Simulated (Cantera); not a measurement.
Charge: 1 mol Al, 0.6 mol N2O, 130 mol N2, held at 608 Torr.

Cantera equilibrium calculation (NASA polynomials, part measured and part estimated; ideal gas, pure solids and liquids). Candidate condensed phases: Al, AlN, Al2O3; 16 gas species. Mutual solubility and eutectic melting of coexisting phases are not modelled. Rates play no part. All values below are at 1525 °C.

Base state: N2 1.00 (mole fractions); condensed: AlN(s) + Al2O3(s).

Q: What changes in the equilibrium state with this change: pressure from 608 Torr to 1.00 Torr?

A: 
```tsv
species	before	after
N2	1.00	0.996
Al	3.93e-7	0.00328
Al2O	4.89e-8	0.000974
AlN(s), mol	0.600	0
Al2O3(s), mol	0.200	0.157
```
